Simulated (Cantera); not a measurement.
Input: 1 mol HMDSO, 21 mol N₂O, 1.5 mol H₂, at 1027 °C and 7.05 Torr.

Cantera equilibrium calculation (NASA polynomials, part measured and part estimated; ideal gas, pure solids and liquids). Candidate condensed phases: C, C₆H₆, C₇H₈, C₈H₁₈, H₂O, Si, SiC, SiO₂, Si₂N₂O, Si₃N₄; 151 gas species. The feed counts by its element totals alone. The tables hold silica as quartz up to 1696 K and as liquid above; real silica turns to tridymite and cristobalite and melts near 1996 K. The numbers say what is thermodynamically allowed, not how fast it happens.

Base state: N₂ 0.560, H₂O 0.215, CO₂ 0.105, H₂ 0.0646, CO 0.0554 (mole fractions); condensed: SiO₂(β-quartz).

### Question
What changes in the equilibrium state with this change: N₂O from 21 to 6.8 mol?

### Answer
```tsv
species	before	after
H₂	0.0646	0.465
N₂	0.560	0.269
CO	0.0554	0.266
H₂O	0.215	2.98e-5
CO₂	0.105	9.66e-6
HCN	<1e-9	2.61e-5
SiO₂(β-quartz), mol	2.00	0.533
Si₂N₂O(s), mol	0	0.733
```
Mutual solubility and eutectic melting of coexisting phases are not modelled.
